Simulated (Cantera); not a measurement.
# Stirred combustor or abatement burner

A perfectly stirred reactor is fed with CH4 : CO : O2 : N2 = 1 : 0.18 : 1.61 : 6.04 (molar parts), equivalence ratio 1.3, at 10.0 bar; it is adiabatic with a 650 K inlet, and is followed from long to short residence time, starting on the burning branch (τ in s: 0.053, 0.018, 0.0058, 0.0019, 0.00064, 0.00021, 6.9e-05, 2.3e-05, 7.6e-06).

Computed with Cantera and GRI-Mech 3.0 (53 species, 325 reactions).

| τ (s) | T (K) | x CH4 | x CO | x O2 | x HO2 | x H |
|---|---|---|---|---|---|---|
| 0.053 | 2333 | 1.46e-5 | 0.0682 | 3.98e-5 | 2.91e-8 | 0.000762 |
| 0.018 | 2332 | 3.51e-5 | 0.0682 | 7.87e-5 | 4.89e-8 | 0.000844 |
| 0.0058 | 2328 | 7.80e-5 | 0.0682 | 0.000179 | 1.06e-7 | 0.000997 |
| 0.0019 | 2322 | 0.000156 | 0.0682 | 0.000413 | 2.62e-7 | 0.00123 |
| 0.00064 | 2312 | 0.000294 | 0.0684 | 0.000937 | 6.85e-7 | 0.00155 |
| 0.00021 | 2293 | 0.000579 | 0.0690 | 0.00221 | 1.95e-6 | 0.00192 |
| 6.9e-5 | 2250 | 0.00137 | 0.0708 | 0.00574 | 6.21e-6 | 0.00211 |
| 2.3e-5 | 650 | 0.113 | 0.0204 | 0.182 | <1e-12 | <1e-12 |
| 7.6e-6 | 650 | 0.113 | 0.0204 | 0.182 | <1e-12 | <1e-12 |
x: mole fraction; the columns are a selection and need not sum to one.
